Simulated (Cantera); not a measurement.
A closed system holds: 1 mol TiC, 0.18 mol C, 0.11 mol H2, equilibrated at 8.00 mbar.

Method: chemical equilibrium by Gibbs-energy minimisation in Cantera with the NASA 1993 tables (ideal gas, pure condensed phases). Candidate condensed phases: C, C6H6, C7H8, C8H18, Ti, TiC; 77 gas species. TiC: taken at fixed stoichiometry. Rates play no part. All values below are at 2023 K.

Base state: H2 0.978, H 0.0210, C2H2 (acetylene) 0.000874 (mole fractions); condensed: C(graphite) + TiC(s).

Task: What changes in the equilibrium state with this change: pressure from 8.00 mbar to 13.3 mbar?

Result: 
| species | before | after |
|---|---|---|
| H2 | 0.978 | 0.983 |
| H | 0.0210 | 0.0163 |
| C2H2 (acetylene) | 0.000874 | 0.000878 |
| C(graphite), mol | 0.180 | 0.180 |
| TiC(s), mol | 1.00 | 1.00 |
